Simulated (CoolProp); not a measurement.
50 sccm (0 °C, 1 atm) of nitrogen bubbles through liquid o-xylene at 340.8 K and leaves saturated at a total pressure of 0.15 MPa (ideal gas phase). Each further row changes one setting.

Values from CoolProp's reference Helmholtz-energy equation of state, Zhou 2012.

```csv
case,vapour pressure (kPa),mole fraction of vapour,delivery (mg/min),delivery (sccm),change of delivery for a bath 1 K warmer (%)
as stated,7.64,0.0509,12.7,2.68,…
bath temperature 345.8 K,9.43,…,…,…,4.5
total pressure 0.3 MPa,7.64,…,…,…,4.5
```

**Question.** What belongs in the gaps?

**Answer.** 
- as stated, change of delivery for a bath 1 K warmer (%): 4.6
- bath temperature 345.8 K, mole fraction of vapour: 0.0628
- bath temperature 345.8 K, delivery (mg/min): 15.9
- bath temperature 345.8 K, delivery (sccm): 3.35
- total pressure 0.3 MPa, mole fraction of vapour: 0.0255
- total pressure 0.3 MPa, delivery (mg/min): 6.19
- total pressure 0.3 MPa, delivery (sccm): 1.31
